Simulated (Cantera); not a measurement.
Feed: 1 mol Si, 0.069 mol N2O, a varied amount of N2, equilibrated at 0.750 Torr.

Method: chemical equilibrium by Gibbs-energy minimisation in Cantera with the NASA 1993 tables (ideal gas, pure condensed phases). Candidate condensed phases: Si, SiO2, Si2N2O, Si3N4; 16 gas species. Equilibrium is a limit: real reactors are often held back by kinetics, nucleation or transport.

Question: What condenses at these points (T in °C, n(N2) in mol): (1527, 21); (1377, 15); (1677, 60); (1727, 60); (1677, 54); (1377, 34)?

Answer: 
```csv
T (°C),n(N2) in mol,condensed phases,Si condensed (%)
1527,21,Si,85.9
1377,15,Si3N4,92.8
1677,60,gas only,0.0
1727,60,gas only,0.0
1677,54,gas only,0.0
1377,34,Si3N4,92.3
```
